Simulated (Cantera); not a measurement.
Input: 1 mol Al, 24 mol NH3, 380 mol H2, 0.54 mol N2O, equilibrated at 402 °C and 1.00 bar.

Cantera equilibrium calculation (NASA polynomials, part measured and part estimated; ideal gas, pure solids and liquids). Candidate condensed phases: Al, AlN, Al2O3, H2O; 35 gas species. The numbers say what is thermodynamically allowed, not how fast it happens.

Base state: H2 0.970, N2 0.0276, NH3 0.00208 (mole fractions); condensed: AlN(s) + Al2O3(s).

### Question
What changes in the equilibrium state with this change: temperature from 402 °C to 1850 °C?

### Answer
| species | before | after |
|---|---|---|
| H2 | 0.970 | 0.966 |
| N2 | 0.0276 | 0.0292 |
| H | <1e-9 | 0.00353 |
| NH3 | 0.00208 | 2.68e-6 |
| Al2O | <1e-9 | 0.000608 |
| Al | <1e-9 | 0.000601 |
| AlH | <1e-9 | 0.000128 |
| H2O | <1e-9 | 9.27e-5 |
| AlN(s), mol | 0.640 | 0 |
| Al2O3(s), mol | 0.180 | 0.0748 |
The tables' values for AlOH are old estimates; treat these amounts as uncertain.
